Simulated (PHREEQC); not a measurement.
Consider water at 63 °C with 6.5 mmol/kgw HF and 19 mmol/kgw CsF. Closed to the air; pH follows from the charge balance.

Model: ion-association model, wateq4f.dat, run in PHREEQC.

This is a speciation only: nothing precipitates in the calculation.

Estimate the pH.

pH 3.93.

In which forms is F present?

F- 73 %, HF 23 %, HF2- 3.8 % of the F.

Away from 25 °C the constants follow the database's enthalpies or fits; those with neither stay at their 25 °C values.
